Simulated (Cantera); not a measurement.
Premixed flame

A freely propagating, adiabatic, planar premixed flame of H2 : O2 : N2 = 1 : 0.238 : 0.895 (molar parts), unburnt at 375 K and 1000000 Pa; mixture-averaged transport, grid criteria slope 0.08 and curve 0.16, no radiation.

Computed with Cantera and the H2/O2 subset of GRI-Mech 3.0, which has no nitrogen chemistry. The hydrogen kinetics of GRI-Mech 3.0 are dated; newer H2 mechanisms differ, most at raised pressure. Burning velocities carry a grid error of a few per cent, more on coarse grids.

```json
[
 {"z (mm)": "-0.0677", "T (K)": "375", "u (m/s)": "3.31", "x H2": "0.469", "x O2": "0.112", "x H2O": "5.69e-8", "x O": "<1e-8", "x HO2": "<1e-8", "x H2O2": "<1e-8"},
 {"z (mm)": "-0.0451", "T (K)": "375", "u (m/s)": "3.31", "x H2": "0.469", "x O2": "0.112", "x H2O": "6.23e-7", "x O": "<1e-8", "x HO2": "2.38e-8", "x H2O2": "<1e-8"},
 {"z (mm)": "-0.0339", "T (K)": "376", "u (m/s)": "3.31", "x H2": "0.468", "x O2": "0.112", "x H2O": "8.90e-6", "x O": "<1e-8", "x HO2": "4.10e-7", "x H2O2": "6.42e-8"},
 {"z (mm)": "-0.0226", "T (K)": "386", "u (m/s)": "3.38", "x H2": "0.464", "x O2": "0.113", "x H2O": "0.000143", "x O": "1.07e-7", "x HO2": "8.02e-6", "x H2O2": "1.26e-6"},
 {"z (mm)": "-0.0113", "T (K)": "545", "u (m/s)": "4.58", "x H2": "0.436", "x O2": "0.114", "x H2O": "0.00865", "x O": "8.49e-6", "x HO2": "0.000768", "x H2O2": "8.24e-5"},
 {"z (mm)": "-0.00564", "T (K)": "910", "u (m/s)": "7.40", "x H2": "0.394", "x O2": "0.101", "x H2O": "0.0470", "x O": "0.000149", "x HO2": "0.00128", "x H2O2": "0.000168"},
 {"z (mm)": "0", "T (K)": "1311", "u (m/s)": "10.5", "x H2": "0.344", "x O2": "0.0722", "x H2O": "0.110", "x O": "0.000661", "x HO2": "0.000607", "x H2O2": "7.11e-5"},
 {"z (mm)": "0.00564", "T (K)": "1585", "u (m/s)": "12.6", "x H2": "0.302", "x O2": "0.0405", "x H2O": "0.171", "x O": "0.000985", "x HO2": "0.000292", "x H2O2": "9.78e-6"},
 {"z (mm)": "0.0113", "T (K)": "1740", "u (m/s)": "13.8", "x H2": "0.275", "x O2": "0.0191", "x H2O": "0.211", "x O": "0.000762", "x HO2": "0.000130", "x H2O2": "3.41e-6"},
 {"z (mm)": "0.0226", "T (K)": "1872", "u (m/s)": "14.8", "x H2": "0.259", "x O2": "0.00382", "x H2O": "0.240", "x O": "0.000295", "x HO2": "2.45e-5", "x H2O2": "1.24e-6"},
 {"z (mm)": "0.0451", "T (K)": "1960", "u (m/s)": "15.4", "x H2": "0.259", "x O2": "0.000310", "x H2O": "0.248", "x O": "0.000109", "x HO2": "1.98e-6", "x H2O2": "3.53e-7"},
 {"z (mm)": "0.0903", "T (K)": "2023", "u (m/s)": "15.9", "x H2": "0.264", "x O2": "2.57e-5", "x H2O": "0.250", "x O": "4.28e-5", "x HO2": "2.37e-7", "x H2O2": "1.32e-7"},
 {"z (mm)": "0.181", "T (K)": "2064", "u (m/s)": "16.1", "x H2": "0.267", "x O2": "6.92e-6", "x H2O": "0.252", "x O": "1.42e-5", "x HO2": "7.08e-8", "x H2O2": "5.13e-8"}
]
```
x: mole fraction of selected species; z is measured from the peak of heat release.

The laminar burning velocity comes out as 331 cm/s and the thermal thickness comes out as 0.0226 mm. The peak x(O) comes out as 0.000986. The peak x(HO2) comes out as 0.00148 and the peak x(H2O2) is 0.000170. The grid points comes out as 112.
